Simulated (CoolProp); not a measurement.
Vapour pressure (MPa) of CHF3 (R23): the reference equation beside estimates from Tc = 26.1 °C, pc = 4.832 MPa, ω = 0.263.

Model: reference Helmholtz-energy equation of state, Penoncello 2003, in CoolProp.

```csv
T (°C),reference,van der Waals,Redlich-Kwong
-116.75,0.007999,0.1800,0.01972
-103.95,0.02350,0.2951,0.05146
-91.15,0.05795,0.4533,0.1137
-78.35,0.1247,0.6611,0.2215
-65.55,0.2410,0.9243,0.3910
-52.65,0.4293,1.251,0.6413
-39.85,0.7105,1.641,0.9851
-27.05,1.112,2.101,1.440
-14.25,1.664,2.634,2.021
```

Absolute difference from the reference over all 9 rows, mean and median: van der Waals 574.6 and 283.5 %, Redlich-Kwong 71.2 and 62.2 %.
